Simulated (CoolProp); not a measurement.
The fluid at 293.15 K and 0.0434 MPa expands adiabatically to 0.00398 MPa with isentropic efficiency 0.8. The same conditions are run with several fluids, on thermodynamics alone (safety and materials aside).

The numbers come from the reference Helmholtz-energy equation of state of each fluid (propane: Lemmon 2009; trans-2-butene: Lemmon 2005; c-C4F8 (RC318): Platzer 1990; C3F8 (R218): Lemmon 2006) in CoolProp. The equations of Platzer and Polt are older, rougher fits.

```
fluid           work (kJ/kg)  final temperature (K)  final density (kg/m³)
--------------  ------------  ---------------------  ---------------------
propane                  [?]                  232.2                    [?]
trans-2-butene          73.1                  241.5                  0.111
c-C4F8 (RC318)          21.7                    [?]                  0.364
C3F8 (R218)             23.0                  262.1                  0.344
```

**Question.** Complete the blanks.

**Answer.** 
- propane, work (kJ/kg): 91.1
- propane, final density (kg/m³): 0.0910
- c-C4F8 (RC318), final temperature (K): 263.6
